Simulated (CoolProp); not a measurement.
Vapour-liquid equilibrium of R22 (1) + n-hexane (2) at 299.9 K; x and y are mole fractions of (1).

The numbers come from the multi-fluid Helmholtz-energy mixture model, Kamei 1995 and Thol 2019; pair parameters Bell 2016 in CoolProp.

Problem. Give the bubble pressure and the first vapour's composition at x = 0.35, 0.5, 0.65. Is there an azeotrope?

Solution. x = 0.35: 0.4839 MPa, y = 0.961; x = 0.5: 0.6261 MPa, y = 0.973; x = 0.65: 0.7504 MPa, y = 0.981. No azeotrope shows between x = 0.05 and 0.95.

Pair parameters are fitted to limited data, so mixtures are less certain than the pure fluids. The gap from Raoult's law changes sign with composition, which may be real or a fault of the pair parameters; it wasn't checked against measurements.
